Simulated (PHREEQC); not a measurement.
Make-up at 15 °C: 0.089 mol NaOH per kg of water. Closed to the air; pH follows from the charge balance.

Model: ion-association model, phreeqc.dat, run in PHREEQC.

```yaml
pH: 13.18
ionic_strength: 0.0890 mol/kgw
specific_conductance: 14500 µS/cm
density: 1.003 g/cm³
total_alkalinity: 89.0 meq/kg
```

```
species  molality  activity   log γ
-------  --------  --------  ------
OH-        0.0890    0.0688  -0.112
Na+        0.0890    0.0707  -0.100
```

Precipitation was switched off in this run. Species that the database lacks are ignored.
